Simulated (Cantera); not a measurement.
Input: 1 mol SiC, 0.029 mol N2, at 2573.15 K and 3.50 Pa.

Cantera equilibrium calculation (NASA polynomials, part measured and part estimated; ideal gas, pure solids and liquids). Candidate condensed phases: C, Si, SiC, Si3N4; 20 gas species. The tables' values for SiN are old estimates; treat these amounts as uncertain. Equilibrium is a limit: real reactors are often held back by kinetics, nucleation or transport.

Base state: Si 0.690, SiC2 0.220, C3 0.0429, N2 0.0240, C 0.0126, CN 0.00487, C2 0.00400, Si2C 0.00125 (mole fractions); condensed: C(graphite).

Problem. What changes in the equilibrium state with this change: N2 from 0.029 to 9.6 mol?

Solution. 
```csv
species,before,after
N2,0.0240,0.867
Si,0.690,0.0800
CN,0.00487,0.0194
SiC2,0.220,0.0112
C3,0.0429,0.0125
C,0.0126,0.00837
Si2C,0.00125,1.11e-5
Si2,6.12e-5,8.22e-7
C2N2,2.85e-6,4.52e-5
SiC,0.000453,3.48e-5
C5,0.000174,2.22e-5
"C(graphite), mol",0.347,0
```

Problem. What changes in the equilibrium state with this change: pressure from 3.50 Pa to 55.0 Pa?

Solution. 
```tsv
species	before	after
Si	0.690	0.716
SiC2	0.220	0.228
N2	0.0240	0.0279
C3	0.0429	0.00273
Si2C	0.00125	0.0212
C	0.0126	0.000804
Si2N	1.45e-7	1.05e-5
Si2	6.12e-5	0.00104
C5	0.000174	1.11e-5
C2	0.00400	0.000255
C4	3.54e-5	2.25e-6
C(graphite), mol	0.347	0.506
```
